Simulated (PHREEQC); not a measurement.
Synthetic water in mg/L, 25 °C, pH 6.37, pe 10.6:

```csv
constituent,mg/L
Na,0.0353
K,0.118
Ca,0.224
Mg,0.056
Cl,0.308
S(6) as SO4,0.142
Alkalinity as HCO3,0.176
Br,0.00031
```

Cl is adjusted to close the charge balance.
Valence states are taken as typed.

The numbers come from PHREEQC with the ion-association model, wateq4f.dat.

```
Item                     Result
--------------  ---------------
ionic strength  3.01e-5 mol/kgw
```

| species | molality | activity | log γ |
|---|---|---|---|
| Cl- | 1.45e-5 | 1.44e-5 | -0.003 |
| Ca+2 | 5.59e-6 | 5.45e-6 | -0.011 |
| HCO3- | 3.29e-6 | 3.27e-6 | -0.003 |
| CO2 | 3.13e-6 | 3.13e-6 | 0.000 |
| K+ | 3.02e-6 | 3.00e-6 | -0.003 |
| Mg+2 | 2.30e-6 | 2.25e-6 | -0.011 |
| Na+ | 1.53e-6 | 1.53e-6 | -0.003 |
| SO4-2 | 1.48e-6 | 1.44e-6 | -0.011 |
| H+ | 4.29e-7 | 4.27e-7 | -0.003 |
| OH- | 2.36e-8 | 2.35e-8 | -0.003 |
| Br- | 3.88e-9 | 3.85e-9 | -0.003 |
| CaSO4 | 1.56e-9 | 1.56e-9 | 0.000 |

Precipitation was switched off in this run.
